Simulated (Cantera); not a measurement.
Thermodynamics of carbothermic reduction, feed TiO2 + C + H2 + CO

Charge: 1 mol TiO2, 2.7 mol C, 0.5 mol H2, 3.5 mol CO, held at 1400 Pa.

Cantera equilibrium calculation (NASA polynomials, part measured and part estimated; ideal gas, pure solids and liquids). Candidate condensed phases: C, C6H6, C7H8, C8H18, H2O, Ti, TiC, TiO, TiO2, Ti2O3, Ti3O5, Ti4O7; 113 gas species. Mutual solubility and eutectic melting of coexisting phases are not modelled. TiC, TiO: taken at fixed stoichiometry. Condensed phases not in the tables: solid solutions among these carbides, nitrides and lower oxides. The numbers say what is thermodynamically allowed, not how fast it happens.

```
T (K)   x CO    x H2       x H      x Ti     x TiO     x CO2    x TiO2  n C(graphite)  n Ti3O5(s)  n TiC(s)  n Ti2O3(s)  n TiO(s)  n TiO(l)
-----  -----  ------  --------  --------  --------  --------  --------  -------------  ----------  --------  ----------  --------  --------
1250   0.884   0.115   1.39e-6    <1e-12    <1e-12  0.000105    <1e-12           2.37       0.333         0           0         0         0
1400   0.914  0.0859   1.20e-5    <1e-12  3.78e-12   5.07e-5    <1e-12              0           0     0.880      0.0599         0         0
1550   0.914  0.0859   7.80e-5  6.29e-12  8.45e-10   4.62e-5  5.90e-11              0           0     0.880      0.0599         0         0
1700   0.914  0.0857  0.000365   1.50e-9   7.07e-8   4.28e-5   2.65e-9              0           0     0.880      0.0599         0         0
1850   0.913  0.0852   0.00133   1.45e-7   2.82e-6   4.02e-5   6.27e-8              0           0     0.880      0.0599         0         0
2000   0.913  0.0833   0.00397   6.21e-6   5.05e-5   3.40e-5   6.38e-7              0           0     0.850           0     0.150         0
2150   0.909  0.0799    0.0101  0.000134  0.000438   2.52e-5   2.92e-6              0           0     0.850           0         0     0.147
2300   0.900  0.0730    0.0221   0.00189   0.00275   1.90e-5   1.03e-5              0           0     0.844           0         0     0.128
2450   0.866  0.0594    0.0414    0.0194    0.0136   1.42e-5   3.05e-5              0           0     0.790           0         0   0.00392
2600   0.846  0.0435    0.0676    0.0389   0.00372   2.91e-6   1.37e-6              0           0     0.724           0         0         0
```
x: gas mole fraction; n: condensed amount in mol.

At 1250 K the condensed part is C(graphite) + Ti3O5(s). From 1400 K to 1850 K the condensed part is TiC(s) + Ti2O3(s). At 2000 K the condensed part is TiC(s) + TiO(s). From 2150 K to 2450 K the condensed part is TiC(s) + TiO(l). At 2600 K the condensed part is TiC(s).
